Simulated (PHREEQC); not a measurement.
Solution (66 °C): 1.6 mmol/kgw CaCl2, 0.076 mmol/kgw Na2HPO4 and 0.71 mmol/kgw NaCl. Closed to the air; pH follows from the charge balance.

The numbers come from PHREEQC with the ion-association model, phreeqc.dat.

Each row changes one thing in this solution. This is a speciation only: nothing precipitates in the calculation.

```json
[
 {"case": "as made", "pH": "7.55", "HPO4-2 (mol/kgw)": "3.28e-5", "CaHPO4 (mol/kgw)": "2.81e-5", "H2PO4- (mol/kgw)": "9.52e-6", "CaPO4- (mol/kgw)": "5.02e-6", "CaH2PO4+ (mol/kgw)": "5.45e-7", "SI of Halite (NaCl)": "-7.15", "SI of Hydroxyapatite (Ca5(PO4)3OH)": "+8.16"},
 {"case": "temperature from 66 to 40 °C", "pH": "7.82", "HPO4-2 (mol/kgw)": "3.98e-5", "CaHPO4 (mol/kgw)": "2.36e-5", "H2PO4- (mol/kgw)": "7.05e-6", "CaPO4- (mol/kgw)": "5.22e-6", "CaH2PO4+ (mol/kgw)": "2.71e-7", "SI of Halite (NaCl)": "-7.12", "SI of Hydroxyapatite (Ca5(PO4)3OH)": "+7.64"},
 {"case": "CaCl2 from 0.0016 to 0.00032 mol/kgw", "pH": "7.74", "HPO4-2 (mol/kgw)": "5.11e-5", "CaHPO4 (mol/kgw)": "1.12e-5", "H2PO4- (mol/kgw)": "1.05e-5", "CaPO4- (mol/kgw)": "3.01e-6", "CaH2PO4+ (mol/kgw)": "1.34e-7", "SI of Halite (NaCl)": "-7.58", "SI of Hydroxyapatite (Ca5(PO4)3OH)": "+6.43"},
 {"case": "Na2HPO4 from 7.6e-05 to 0.00076 mol/kgw", "pH": "7.72", "HPO4-2 (mol/kgw)": "0.000370", "CaHPO4 (mol/kgw)": "0.000248", "H2PO4- (mol/kgw)": "7.09e-5", "CaPO4- (mol/kgw)": "6.65e-5", "CaH2PO4+ (mol/kgw)": "3.25e-6", "SI of Halite (NaCl)": "-6.74", "SI of Hydroxyapatite (Ca5(PO4)3OH)": "+11.50"},
 {"case": "NaCl replaced by Na2SiO3 at the same molality", "pH": "9.75", "HPO4-2 (mol/kgw)": "3.01e-6", "CaHPO4 (mol/kgw)": "2.43e-6", "H2PO4- (mol/kgw)": "5.34e-9", "CaPO4- (mol/kgw)": "7.05e-5", "CaH2PO4+ (mol/kgw)": "2.94e-10", "SI of Halite (NaCl)": "-6.98", "SI of Hydroxyapatite (Ca5(PO4)3OH)": "+13.77"},
 {"case": "temperature from 66 to 65 °C", "pH": "7.56", "HPO4-2 (mol/kgw)": "…", "CaHPO4 (mol/kgw)": "2.79e-5", "H2PO4- (mol/kgw)": "9.42e-6", "CaPO4- (mol/kgw)": "5.03e-6", "CaH2PO4+ (mol/kgw)": "5.32e-7", "SI of Halite (NaCl)": "-7.15", "SI of Hydroxyapatite (Ca5(PO4)3OH)": "+8.14"},
 {"case": "diluted 10-fold with water", "pH": "7.29", "HPO4-2 (mol/kgw)": "…", "CaHPO4 (mol/kgw)": "5.83e-7", "H2PO4- (mol/kgw)": "2.65e-6", "CaPO4- (mol/kgw)": "5.47e-8", "CaH2PO4+ (mol/kgw)": "1.92e-8", "SI of Halite (NaCl)": "-9.10", "SI of Hydroxyapatite (Ca5(PO4)3OH)": "+0.30"},
 {"case": "NaCl from 0.00071 to 0.00355 mol/kgw", "pH": "7.55", "HPO4-2 (mol/kgw)": "3.49e-5", "CaHPO4 (mol/kgw)": "2.61e-5", "H2PO4- (mol/kgw)": "9.50e-6", "CaPO4- (mol/kgw)": "4.81e-6", "CaH2PO4+ (mol/kgw)": "5.10e-7", "SI of Halite (NaCl)": "-6.29", "SI of Hydroxyapatite (Ca5(PO4)3OH)": "+8.03"},
 {"case": "NaCl left out", "pH": "7.54", "HPO4-2 (mol/kgw)": "3.22e-5", "CaHPO4 (mol/kgw)": "2.87e-5", "H2PO4- (mol/kgw)": "9.52e-6", "CaPO4- (mol/kgw)": "5.07e-6", "CaH2PO4+ (mol/kgw)": "5.56e-7", "SI of Halite (NaCl)": "-7.98", "SI of Hydroxyapatite (Ca5(PO4)3OH)": "+8.19"}
]
```

Task: Some entries are withheld; supply them.

Result: 
- temperature from 66 to 65 °C, HPO4-2 (mol/kgw): 3.30e-5
- diluted 10-fold with water, HPO4-2 (mol/kgw): 4.30e-6

Complexes and solids missing from the database can't appear. Some of these states are supersaturated (in Hydroxyapatite, for instance). Away from 25 °C the constants follow the database's enthalpies or fits; those with neither stay at their 25 °C values.
